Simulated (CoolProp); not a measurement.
Computed with CoolProp (reference Helmholtz-energy equation of state, Bücker 2006).

### Question
Give the vapour pressure (MPa), vapour density (kg/m³), enthalpy of vaporisation (kJ/kg) of saturated ethane at -30.15, -17.45 °C.

### Answer
| T (°C) | p (MPa) | vapour density (kg/m³) | enthalpy of vaporisation (kJ/kg) |
|---|---|---|---|
| -30.15 | 1.06 | 19.1 | 389 |
| -17.45 | 1.53 | 27.9 | 357 |
